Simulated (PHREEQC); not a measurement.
Solution (10 °C): 0.00104 mol/kgw HCl, 0.005 mol/kgw CuSO4 and 0.15 mol/kgw KCl. Closed to the air; pH follows from the charge balance.

All values are PHREEQC results (ion-association model, phreeqc.dat), not measurements.

Precipitation was switched off in this run.

**Question.** What pH does the model give?

**Answer.** pH 3.11.

**Question.** In which forms is Cu present?

**Answer.** Cu+2 88 %, CuSO4 6.4 %, CuCl+ 5.8 % of the Cu.

At this temperature some constants are extrapolated from 25 °C, and those without enthalpy data are left unchanged.
